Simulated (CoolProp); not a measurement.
Values from CoolProp's reference Helmholtz-energy equation of state, Lemmon 2005. It is a short technical equation, of lower accuracy than the large ones.

Q: Give the vapour pressure (bar), liquid density (kg/m³), vapour density (kg/m³), liquid cp (kJ/(kg K)) of saturated isobutene at 5.55 °C.

A: 
```csv
T (°C),p (bar),liquid density (kg/m³),vapour density (kg/m³),liquid cp (kJ/(kg K))
5.55,1.62,612,4.15,2.28
```
